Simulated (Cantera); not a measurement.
# Transport properties of process gases

Gas mixture: CO₂ : C₂H₄ = 0.87 : 0.25 (molar parts), at 0.0490 bar, frozen composition.

Cantera's kinetic-theory transport with the Lennard-Jones parameters of GRI-Mech 3.0, ideal gas; thermal conductivity in the mixture-averaged form. The composition is frozen, though it would react at the higher temperatures.

| T (K) | ρ (kg/m³) | cp (J/kg/K) | μ (µPa s) | λ (mW/m/K) | Pr | D (cm²/s) NH₃ | D (cm²/s) H₂ | D (cm²/s) CO₂ |
|---|---|---|---|---|---|---|---|---|
| 400 | 0.0596 | 1083 | 18.4 | 27.0 | 0.739 | 5.79 | 22.3 | 4.18 |
| 650 | 0.0367 | 1344 | 27.8 | 50.0 | 0.747 | 14.7 | 51.0 | 10.3 |
| 900 | 0.0265 | 1508 | 35.6 | 71.5 | 0.750 | 26.7 | 87.9 | 18.3 |
| 1150 | 0.0207 | 1624 | 42.4 | 91.3 | 0.755 | 41.3 | 132 | 28.0 |
| 1400 | 0.0170 | 1704 | 48.6 | 109 | 0.757 | 58.3 | 183 | 39.1 |
| 1650 | 0.0144 | 1760 | 54.3 | 126 | 0.758 | 77.4 | 241 | 51.7 |
D: mixture-averaged diffusion coefficient of that species in the mixture.
